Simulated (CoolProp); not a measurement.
A single-stage vapour-compression cycle with C3F8 (R218): evaporating at 220.15 K (dew point), condensing at 273.15 K (bubble point), superheat 2 K, subcooling 0 K, compressor efficiency 0.7, no pressure losses. Each further row changes one setting.

Computed with CoolProp (reference Helmholtz-energy equation of state, Lemmon 2006). It is a short technical equation, of lower accuracy than the large ones.

```tsv
case	cooling COP	pressure ratio	discharge temperature (K)	refrigerating effect (kJ/kg)	volumetric capacity (kJ/m³)
as stated	…	9.08	273.1	59.0	283
evaporating temperature 225.15 K	2.28	7.00	273.1	…	380
condensing temperature 268.15 K	2.26	7.70	268.9	64.4	308
subcooling 5 K	2.10	9.08	273.1	64.4	308
superheat 12 K	2.02	9.08	283.5	65.9	…
compressor efficiency 0.6	1.65	9.08	…	59.0	283
```

Question: Complete the blanks.

Answer: 
- as stated, cooling COP: 1.93
- evaporating temperature 225.15 K, refrigerating effect (kJ/kg): 62.1
- superheat 12 K, volumetric capacity (kJ/m³): 300
- compressor efficiency 0.6, discharge temperature (K): 279.1

The compression ends wet for: as stated; evaporating temperature 225.15 K; subcooling 5 K.
